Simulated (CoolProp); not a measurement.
Cyclopentane along the isobar 205 bar: Z from the reference equation and from simpler models built on Tc = 238.6 °C, pc = 45.83 bar, ω = 0.202; each cubic takes its own stable root.

Model: reference Helmholtz-energy equation of state, Gedanitz 2015, in CoolProp.

```tsv
T (°C)	phase	reference
171.15	liquid	0.6260
181.75	liquid	0.6223
192.25	liquid	0.6193
202.75	liquid	0.6170
213.35	liquid	0.6154
223.85	liquid	0.6145
234.45	liquid	0.6143
244.95	supercritical	0.6149
255.45	supercritical	0.6162
266.05	supercritical	0.6182
276.55	supercritical	0.6211
```

### Question
How far does each simpler model (van der Waals, Redlich-Kwong, Soave-Redlich-Kwong, Peng-Robinson) lie from the reference over these 11 states: mean and median of the absolute difference, and the worst?

### Answer
- van der Waals: mean 35.4 %, median 35.6 %, worst +40.7 % at 171.15 °C and 205 bar
- Redlich-Kwong: mean 5.1 %, median 5.2 %, worst +5.3 % at 266.05 °C and 205 bar
- Soave-Redlich-Kwong: mean 4.9 %, median 4.7 %, worst +6.9 % at 276.55 °C and 205 bar
- Peng-Robinson: mean 5.9 %, median 6.2 %, worst -7.8 % at 171.15 °C and 205 bar
